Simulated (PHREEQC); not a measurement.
PHREEQC input (Pitzer model, pitzer.dat):

```
SOLUTION 1
  temp 25
  units mol/kgw
  pH 7 charge
  S(6) 0.42
  Na 1.912
  Cl 0.059
  K 0.047
  C(4) 0.53
END
USE solution 1
INCREMENTAL_REACTIONS false
REACTION 1
  H2O -1
  0 9.886 18.011 24.689 30.178 34.689 38.397 41.444
  43.949 46.007 47.699 49.089 50.232 51.172 51.944 moles
EQUILIBRIUM_PHASES 1
  Arcanite 0 0
  Burkeite 0 0
  Glaserite 0 0
  Halite 0 0
  Kalicinite 0 0
  Mirabilite 0 0
  Misenite 0 0
  Nahcolite 0 0
  Natron 0 0
  Sylvite 0 0
  Thenardite 0 0
  Trona 0 0
SELECTED_OUTPUT 1
  -reset false
  -pH true
  -pe true
  -ionic_strength true
  -water true
  -activities H2O
  -totals C Cl K Na S
  -molalities H+ Na+ K+ Cl- CO3-2 SO4-2 OH- HCO3- CO2 HSO4-
  -equilibrium_phases Arcanite Burkeite Glaserite Halite Kalicinite Mirabilite Misenite Nahcolite Natron Sylvite
    Thenardite Trona
PRINT
  -reset false
END
```

Selected output (columns that matter, 15 of 15 rows; water left (kg) added in front):

```
water left (kg)	pH	mu	C	Cl	K	Na	S	m_H+	m_Na+	m_K+	la_H2O	Burkeite	Glaserite	Natron
1	11.533	2.9037	0.53	0.059	0.047	1.912	0.42	7.7575e-12	1.912	0.047	-0.015798	0	0	0
0.821906	11.569	3.5337	0.64484	0.071784	0.057184	2.3263	0.51101	7.173e-12	2.3263	0.057184	-0.019024	0	0	0
0.675538	11.61	4.3003	0.78456	0.087338	0.069574	2.8303	0.62173	6.4386e-12	2.8303	0.069574	-0.023044	0	0	0
0.555237	11.656	5.233	0.95455	0.10626	0.084649	3.4436	0.75643	5.5511e-12	3.4436	0.084649	-0.028152	0	0	0
0.456355	11.707	6.368	1.1614	0.12929	0.10299	4.1897	0.92034	4.5339e-12	4.1897	0.10299	-0.034783	0	0	0
0.375093	11.763	7.7486	1.413	0.15729	0.1253	5.0974	1.1197	3.445e-12	5.0974	0.1253	-0.043597	0	0	0
0.308296	11.825	9.4287	1.7191	0.19137	0.15245	6.2018	1.3623	2.3767e-12	6.2018	0.15245	-0.055611	0	0	0
0.253406	11.893	11.472	2.0915	0.23283	0.18547	7.5452	1.6574	1.4406e-12	7.5452	0.18547	-0.072407	0	0	0
0.208281	11.948	13.049	2.4435	0.28327	0.22566	8.5731	1.8142	9.4148e-13	8.5731	0.22566	-0.087809	0.021066	0	0
0.171208	11.982	13.152	2.67	0.34461	0.27452	8.614	1.6019	9.0521e-13	8.614	0.27452	-0.090915	0.072868	0	0
0.130304	11.997	13.175	2.7555	0.45279	0.3607	8.5788	1.4878	8.5908e-13	8.5788	0.3607	-0.093869	0.11307	0	0.057878
0.0941423	12.011	13.17	2.8135	0.62671	0.49924	8.4948	1.3702	7.9566e-13	8.4948	0.49924	-0.097979	0.1455	0	0.11963
0.0645751	12.036	13.201	2.9203	0.91366	0.72783	8.3832	1.1784	7.0524e-13	8.3832	0.72783	-0.10531	0.17195	0	0.16947
0.0371739	12.037	12.993	3.015	1.5871	0.86221	8.3342	0.78968	6.4415e-13	8.3342	0.86221	-0.11886	0.19034	0.0049827	0.22758
0.0230798	12.215	15.641	4.2099	2.5563	1.5159	9.7694	0.15455	3.2124e-13	9.7694	1.5159	-0.18587	0.20421	0.0040041	0.22862
```

Species that the database lacks are ignored.
